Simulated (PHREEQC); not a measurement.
Dissolve 1.1 mol Na2SO4, 0.06 mol KCl and 0.00017 mol H4SiO4 per kg of water at 25 °C. Closed to the air; pH follows from the charge balance.

All values are PHREEQC results (Pitzer model, pitzer.dat), not measurements.

Precipitation was switched off in this run.

Problem. Predict the pH.

Solution. pH 7.00.

Species that the database lacks are ignored. In brines, pH and single-ion activities rest on the MacInnes convention.
